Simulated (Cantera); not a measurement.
An adiabatic, constant-pressure homogeneous reactor starts with 20.4 % H₂, 16.7 % O₂, 62.9 % N₂, at 1123 K and 750 Torr.

Cantera simulation using GRI-Mech 3.0 (53 species, 325 reactions); the numbers are that mechanism's predictions, not measurements.

x: mole fraction; the columns are a selection and need not sum to one.

```tsv
t (s)	T (K)	x H₂	x O₂	x NO	x H	x H₂O
3.00e-6	1123	0.204	0.167	<1e-12	1.64e-9	5.86e-10
1.23e-5	1123	0.204	0.167	<1e-12	2.34e-8	2.92e-8
5.04e-5	1124	0.204	0.167	2.59e-12	___	___
0.000206	2356	0.00872	0.0687	9.66e-5	0.00473	0.203
0.000845	2460	0.00401	0.0691	0.000443	0.00134	0.214
0.00346	2458	0.00398	0.0685	___	0.00133	0.214
0.0142	2452	0.00393	0.0667	0.00575	0.00128	0.214
0.0582	2445	0.00386	0.0645	0.0105	0.00123	0.214
0.238	2445	0.00385	0.0643	0.0108	0.00123	0.214
0.976	2445	0.00385	0.0643	0.0108	0.00123	0.214
4.00	2445	0.00385	0.0643	0.0108	0.00123	0.214
```

Some entries are withheld; supply them.


- 5.04e-5, x H: 0.000120
- 5.04e-5, x H₂O: 0.000201
- 0.00346, x NO: 0.00172
